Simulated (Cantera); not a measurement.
An isothermal, constant-pressure homogeneous reactor starts with CH4 : CO2 : H2 = 1 : 0.31 : 0.28 (molar parts), at 1500 K and 100.0 Torr. Integrator tolerance rtol = 1e-08.

Detailed kinetics in Cantera: GRI-Mech 3.0 (53 species, 325 reactions). GRI-Mech 3.0 stops at C3 and has no aromatics, soot or wall deposition, so with more carbon than oxygen in the feed, carbon stays in small species such as C2H2 where larger ones or solid carbon would form.

**Question.** What does this change do: pressure from 100.0 Torr to 10.0 bar?

**Answer.** 
```tsv
quantity	before	after
x(CH4) at 50.0 s	0.0268 (gas-phase equilibrium 0.0195)	0.266 (gas-phase equilibrium 0.256)
x(CO2) at 50.0 s	0.00421 (gas-phase equilibrium 3.06e-8)	0.00262 (gas-phase equilibrium 9.71e-6)
x(H2) at 50.0 s	0.615 (gas-phase equilibrium 0.650)	0.431 (gas-phase equilibrium 0.450)
x(C2H) at 50.0 s	1.49e-8 (gas-phase equilibrium 1.24e-8)	1.98e-10 (gas-phase equilibrium 1.58e-10)
x(C2H6) at 50.0 s	2.97e-6 (gas-phase equilibrium 1.99e-6)	0.000558 (gas-phase equilibrium 0.000493)
```

**Question.** What does this change do: CH4 1 to 6.2 parts?

**Answer.** 
```json
[
 {"quantity": "x(CH4) at 50.0 s", "before": "0.0268 (gas-phase equilibrium 0.0195)", "after": "0.0320 (gas-phase equilibrium 0.0306)"},
 {"quantity": "x(CO2) at 50.0 s", "before": "0.00421 (gas-phase equilibrium 3.06e-8)", "after": "0.000125 (gas-phase equilibrium 1.13e-9)"},
 {"quantity": "x(H2) at 50.0 s", "before": "0.615 (gas-phase equilibrium 0.650)", "after": "0.702 (gas-phase equilibrium 0.707)"},
 {"quantity": "x(C2H) at 50.0 s", "before": "1.49e-8 (gas-phase equilibrium 1.24e-8)", "after": "2.30e-8 (gas-phase equilibrium 2.27e-8)"},
 {"quantity": "x(C2H6) at 50.0 s", "before": "2.97e-6 (gas-phase equilibrium 1.99e-6)", "after": "4.71e-6 (gas-phase equilibrium 4.51e-6)"}
]
```
